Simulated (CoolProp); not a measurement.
Properties of propyne along the isobar 0.101 MPa.

Computed with CoolProp (reference Helmholtz-energy equation of state, Polt 1992). This equation is an older, rougher fit.

| T (°C) | phase | density (kg/m³) | cp (kJ/(kg K)) | cv (kJ/(kg K)) | Joule-Thomson coefficient (K/MPa) | fugacity coefficient |
|---|---|---|---|---|---|---|
| 61.15 | gas | 1.472 | 1.645 | 1.426 | 15.77 | 0.9887 |
| 73.85 | gas | 1.417 | 1.679 | 1.461 | 14.00 | 0.9900 |
| 86.55 | gas | 1.365 | 1.713 | 1.497 | 12.54 | 0.9911 |
| 99.25 | gas | 1.317 | 1.747 | 1.532 | 11.30 | 0.9920 |
| 111.95 | gas | 1.273 | 1.780 | 1.566 | 10.25 | 0.9928 |
| 124.65 | gas | 1.231 | 1.814 | 1.600 | 9.339 | 0.9935 |
| 137.35 | gas | 1.192 | 1.847 | 1.634 | 8.548 | 0.9942 |
| 150.05 | gas | 1.156 | 1.879 | 1.667 | 7.855 | 0.9947 |
| 162.75 | gas | 1.122 | 1.911 | 1.699 | 7.240 | 0.9952 |
| 175.45 | gas | 1.090 | 1.943 | 1.731 | 6.693 | 0.9956 |
| 188.15 | gas | 1.059 | 1.974 | 1.762 | 6.202 | 0.9960 |
| 200.85 | gas | 1.030 | 2.004 | 1.793 | 5.759 | 0.9963 |
